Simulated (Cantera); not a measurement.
# Equilibrium for iron carbonyl, mercury and lead vapours: PbO + O2 + H2

Charge: 1 mol PbO, 0.019 mol O2, 99 mol H2, at 0.133 bar.

Cantera equilibrium calculation (NASA polynomials, part measured and part estimated; ideal gas, pure solids and liquids). Candidate condensed phases: H2O, Pb, PbO, PbO2, Pb3O4; 12 gas species. Kinetics and transport are ignored.

From 950 K to 1175 K the condensed part is Pb(l). From 1250 K to 1550 K nothing is condensed. The main Pb-bearing gas is Pb throughout.

```tsv
T (K)	log p H2	log p H2O	log p Pb	log p H	log p Pb2	n Pb(l)
950	-0.88	-2.85	-5.30	-9.69	-11.14	0.996
1025	-0.88	-2.85	-4.56	-8.80	-9.90	0.979
1100	-0.88	-2.85	-3.92	-8.03	-8.83	0.910
1175	-0.88	-2.86	-3.36	-7.35	-7.90	0.676
1250	-0.88	-2.86	-2.88	-6.76	-7.09	0
1325	-0.88	-2.86	-2.88	-6.23	-7.24	0
1400	-0.88	-2.86	-2.88	-5.76	-7.37	0
1475	-0.88	-2.86	-2.88	-5.33	-7.48	0
1550	-0.88	-2.86	-2.88	-4.94	-7.59	0
```
log p: log10 of the partial pressure in bar; n: condensed amount in mol.
